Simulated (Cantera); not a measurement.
An isothermal, constant-pressure homogeneous reactor starts with CO : O₂ : H₂O : N₂ = 0.0024 : 0.0043 : 0.16 : 1 (molar parts), equivalence ratio 0.28, at 1373 K and 0.133 bar.

Computed with Cantera and GRI-Mech 3.0 (53 species, 325 reactions).

x: mole fraction; the columns are a selection and need not sum to one.

```csv
t (s),x CO,x O₂,x H₂O,x OH,x H₂,x H₂O₂,x CO₂
2.00e-5,0.00206,0.00369,0.137,2.65e-11,<1e-12,<1e-12,1.11e-11
5.49e-5,0.00206,0.00369,0.137,7.92e-11,<1e-12,<1e-12,3.17e-11
0.000151,0.00206,0.00369,0.137,2.54e-10,5.89e-12,<1e-12,9.71e-11
0.000413,0.00206,0.00369,0.137,8.50e-10,8.39e-11,2.89e-12,3.59e-10
0.00113,0.00206,0.00369,0.137,2.95e-9,9.67e-10,8.25e-12,1.85e-9
0.00311,0.00206,0.00369,0.137,1.20e-8,1.05e-8,1.75e-11,1.42e-8
0.00854,0.00206,0.00369,0.137,7.61e-8,1.47e-7,2.68e-11,1.81e-7
0.0234,0.00205,0.00368,0.137,2.38e-6,6.88e-6,1.14e-10,8.35e-6
0.0643,…,0.00320,0.136,0.000372,0.00111,5.48e-8,0.00194
0.176,…,0.00285,0.137,0.000231,0.000479,2.85e-8,0.00204
0.484,…,0.00270,0.137,0.000119,0.000135,1.02e-8,0.00205
1.33,…,0.00266,0.137,5.68e-5,3.08e-5,2.81e-9,0.00206
3.64,…,0.00266,0.137,2.83e-5,7.56e-6,7.71e-10,0.00206
10.0,…,0.00266,0.137,1.73e-5,2.81e-6,3.05e-10,0.00206
```

Some entries are withheld; supply them.


- 0.0643, x CO: 0.000117
- 0.176, x CO: 1.57e-5
- 0.484, x CO: 4.42e-6
- 1.33, x CO: 9.99e-7
- 3.64, x CO: 2.41e-7
- 10.0, x CO: 8.74e-8
